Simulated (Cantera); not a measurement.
Feed: 1 mol Si3N4, 4.4 mol N2O, 400 mol N2, 0.072 mol HF, equilibrated at 6100 Pa.

Method: chemical equilibrium by Gibbs-energy minimisation in Cantera with the NASA 1993 tables (ideal gas, pure condensed phases). Candidate condensed phases: H2O, Si, SiO2, Si2N2O, Si3N4; 58 gas species. Mutual solubility and eutectic melting of coexisting phases are not modelled. The tables' values for SiF3, SiF2 are old estimates; treat these amounts as uncertain. The tables hold silica as quartz up to 1696 K and as liquid above; real silica turns to tridymite and cristobalite and melts near 1996 K. Equilibrium is a limit: real reactors are often held back by kinetics, nucleation or transport.

x: gas mole fraction; n: condensed amount in mol.

```json
[
 {"T (K)": "1550", "x N2": "1.000", "x SiO": "0.000339", "x HF": "4.55e-5", "x H2": "6.53e-5", "n SiO2(β-quartz)": "1.89", "n Si2N2O(s)": "0.478", "n SiO2(condensed)": "0"},
 {"T (K)": "1575", "x N2": "0.999", "x SiO": "?", "x HF": "4.67e-5", "x H2": "6.45e-5", "n SiO2(β-quartz)": "1.85", "n Si2N2O(s)": "?", "n SiO2(condensed)": "0"},
 {"T (K)": "1600", "x N2": "0.999", "x SiO": "0.00114", "x HF": "4.76e-5", "x H2": "6.38e-5", "n SiO2(β-quartz)": "1.78", "n Si2N2O(s)": "0.369", "n SiO2(condensed)": "0"},
 {"T (K)": "1625", "x N2": "0.998", "x SiO": "0.00203", "x HF": "4.81e-5", "x H2": "6.32e-5", "n SiO2(β-quartz)": "1.66", "n Si2N2O(s)": "0.247", "n SiO2(condensed)": "0"},
 {"T (K)": "1650", "x N2": "0.996", "x SiO": "0.00355", "x HF": "4.83e-5", "x H2": "6.26e-5", "n SiO2(β-quartz)": "1.46", "n Si2N2O(s)": "0.0393", "n SiO2(condensed)": "0"},
 {"T (K)": "1675", "x N2": "0.996", "x SiO": "0.00385", "x HF": "5.95e-5", "x H2": "5.67e-5", "n SiO2(β-quartz)": "1.42", "n Si2N2O(s)": "0", "n SiO2(condensed)": "0"},
 {"T (K)": "1700", "x N2": "0.996", "x SiO": "0.00385", "x HF": "7.36e-5", "x H2": "4.92e-5", "n SiO2(β-quartz)": "0", "n Si2N2O(s)": "0", "n SiO2(condensed)": "1.41"},
 {"T (K)": "1725", "x N2": "0.996", "x SiO": "0.00386", "x HF": "8.82e-5", "x H2": "4.16e-5", "n SiO2(β-quartz)": "0", "n Si2N2O(s)": "0", "n SiO2(condensed)": "1.41"},
 {"T (K)": "1750", "x N2": "0.996", "x SiO": "0.00387", "x HF": "?", "x H2": "?", "n SiO2(β-quartz)": "0", "n Si2N2O(s)": "0", "n SiO2(condensed)": "1.41"},
 {"T (K)": "1775", "x N2": "0.996", "x SiO": "0.00388", "x HF": "0.000116", "x H2": "2.72e-5", "n SiO2(β-quartz)": "0", "n Si2N2O(s)": "0", "n SiO2(condensed)": "1.41"},
 {"T (K)": "1800", "x N2": "0.996", "x SiO": "0.00389", "x HF": "0.000127", "x H2": "2.11e-5", "n SiO2(β-quartz)": "0", "n Si2N2O(s)": "0", "n SiO2(condensed)": "1.41"}
]
```

### Question
Some entries are withheld; supply them.

### Answer

- 1750, x HF: 0.000102
- 1750, x H2: 3.41e-5
- 1575, x SiO: 0.000627
- 1575, n Si2N2O(s): 0.438
